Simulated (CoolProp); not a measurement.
Nitrous oxide along the isotherm 271.2 K: fugacity coefficient from the reference equation and from simpler models built on Tc = 309.5 K, pc = 72.45 bar, ω = 0.161; each cubic takes its own stable root.

Values from CoolProp's reference Helmholtz-energy equation of state, Lemmon 2006. It is a short technical equation, of lower accuracy than the large ones.

```tsv
p (bar)	phase	reference	van der Waals	Redlich-Kwong
18.1	gas	0.8703	0.8987	0.8777
36.2	liquid	0.6540	0.7956	0.7130
54.3	liquid	0.4529	0.6115	0.4968
72.4	liquid	0.3527	0.4864	0.3890
90.6	liquid	0.2926	0.4116	0.3243
109	liquid	0.2525	0.3621	0.2812
127	liquid	0.2247	0.3282	0.2513
145	liquid	0.2040	0.3033	0.2291
163	liquid	0.1881	0.2844	0.2120
181	liquid	0.1755	0.2699	0.1986
```

At some of these states van der Waals gives the other phase, because its saturation line lies elsewhere.
